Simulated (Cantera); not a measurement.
A diamond (100) surface in a fixed gas of H2 with x(CH4) = 0.018, x(CH3) = 1.7e-05, at 1348 K, 0.0320 bar; coverages are run to steady state.

Detailed kinetics in Cantera: the Harris–Goodwin 1993 mechanism for the reconstructed diamond (100) surface.

θ: site fractions in the mechanism's names (c6HH fully hydrogenated, c6H* and c6*H radical sites, c6** diradical, c6HM methylated).

| x(H) | growth (µm/h) | θ c6HH | θ c6H* | θ c6*H | θ c6** |
|---|---|---|---|---|---|
| 0.0001 | ? | 0.684 | 0.0287 | 0.284 | 0.00370 |
| 0.00021 | ? | 0.569 | 0.0387 | 0.383 | 0.00923 |
| 0.00043 | ? | 0.481 | 0.0460 | 0.455 | 0.0181 |
| 0.0009 | ? | 0.421 | 0.0505 | 0.499 | 0.0295 |
| 0.0019 | ? | 0.386 | 0.0527 | 0.521 | 0.0402 |
| 0.0039 | ? | 0.367 | 0.0537 | 0.531 | 0.0477 |
| 0.0081 | ? | 0.358 | 0.0542 | 0.536 | 0.0523 |
| 0.017 | ? | 0.353 | 0.0545 | 0.538 | 0.0549 |
| 0.035 | ? | 0.351 | 0.0547 | 0.538 | 0.0562 |

Problem. Complete the blanks.

Solution. 
- 0.0001, growth (µm/h): 0.000913
- 0.00021, growth (µm/h): 0.00421
- 0.00043, growth (µm/h): 0.0137
- 0.0009, growth (µm/h): 0.0335
- 0.0019, growth (µm/h): 0.0609
- 0.0039, growth (µm/h): 0.0881
- 0.0081, growth (µm/h): 0.115
- 0.017, growth (µm/h): 0.149
- 0.035, growth (µm/h): 0.199
